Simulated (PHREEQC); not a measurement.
A solution holds 15 mmol/kgw KOH, 0.0023 mmol/kgw H4SiO4 and 3.8 mmol/kgw (CH3)4NCl, at 25 °C. Closed to the air; pH follows from the charge balance.

All values are PHREEQC results (ion-association model, wateq4f.dat), not measurements.

This is a speciation only: nothing precipitates in the calculation.

### Question
What pH does the model give?

### Answer
pH 12.12.

### Question
In which forms is Si present?

### Answer
H3SiO4- 88 %, H2SiO4-2 11 % of the Si.

Complexes and solids missing from the database can't appear. (CH3)4N+ isn't in the database: it is added as a free cation with an ion size of 4 Å.
